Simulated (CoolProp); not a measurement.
Methanol along the isotherm 248.15 °C: density (kg/m³) from the reference equation and from simpler models built on Tc = 240.2 °C, pc = 82.16 bar, ω = 0.565; each cubic takes its own stable root.

Values from CoolProp's reference Helmholtz-energy equation of state, de Reuck 1993.

```json
[
 {"p (bar)": "1.3", "phase": "gas", "reference": "0.9655"},
 {"p (bar)": "1.91", "phase": "gas", "reference": "1.422"},
 {"p (bar)": "2.8", "phase": "gas", "reference": "2.091"},
 {"p (bar)": "4.11", "phase": "gas", "reference": "3.084"},
 {"p (bar)": "6.03", "phase": "gas", "reference": "4.558"},
 {"p (bar)": "8.85", "phase": "gas", "reference": "6.766"},
 {"p (bar)": "13", "phase": "gas", "reference": "10.11"},
 {"p (bar)": "19.1", "phase": "gas", "reference": "15.28"},
 {"p (bar)": "28", "phase": "gas", "reference": "23.46"},
 {"p (bar)": "41.1", "phase": "gas", "reference": "37.37"},
 {"p (bar)": "60.3", "phase": "gas", "reference": "64.27"},
 {"p (bar)": "88.5", "phase": "supercritical", "reference": "167.8"},
 {"p (bar)": "130", "phase": "supercritical", "reference": "459.3"},
 {"p (bar)": "191", "phase": "supercritical", "reference": "516.5"},
 {"p (bar)": "280", "phase": "supercritical", "reference": "559.4"},
 {"p (bar)": "411", "phase": "supercritical", "reference": "598.5"}
]
```

**Question.** How far does each simpler model (ideal gas, van der Waals) lie from the reference over these 16 states: mean and median of the absolute difference, and the worst?

**Answer.** 
- ideal gas: mean 25.5 %, median 9.7 %, worst -79.1 % at 248.15 °C and 130 bar
- van der Waals: mean 12.1 %, median 0.9 %, worst -43.5 % at 248.15 °C and 411 bar
